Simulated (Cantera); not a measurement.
A perfectly stirred reactor is fed with 25.2 % H2, 15.7 % O2, 59.1 % N2, at 1.00 atm; it is adiabatic with a 475 K inlet, and is followed from long to short residence time, starting on the burning branch (τ in s: 0.051, 0.028, 0.016, 0.0086, 0.0048, 0.0026, 0.0015, 0.0008, 0.00044, 0.00024, 0.00014, 7.5e-05, 4.1e-05).

Model: GRI-Mech 3.0 (53 species, 325 reactions), integrated in Cantera.

Problem. Predict: blow-out, bracketed by the residence times tried; x(H2) at τ = 51.0 ms; x(O2) at τ = 51.0 ms; x(NO2) at τ = 51.0 ms; x(H) at τ = 51.0 ms; x(HO2) at τ = 51.0 ms; x(H2) at τ = 1.50 ms; x(O2) at τ = 1.50 ms; x(NO2) at τ = 1.50 ms; x(H) at τ = 1.50 ms; x(HO2) at τ = 1.50 ms.

Solution. 
* **blow-out, bracketed by the residence times tried**: burning at 41.0 µs, the shortest tried
* **x(H2) at τ = 51.0 ms**: 0.00339
* **x(O2) at τ = 51.0 ms**: 0.0341
* **x(NO2) at τ = 51.0 ms**: 9.20e-7
* **x(H) at τ = 51.0 ms**: 0.000612
* **x(HO2) at τ = 51.0 ms**: 3.45e-6
* **x(H2) at τ = 1.50 ms**: 0.0117
* **x(O2) at τ = 1.50 ms**: 0.0371
* **x(NO2) at τ = 1.50 ms**: 4.06e-8
* **x(H) at τ = 1.50 ms**: 0.00445
* **x(HO2) at τ = 1.50 ms**: 6.93e-6
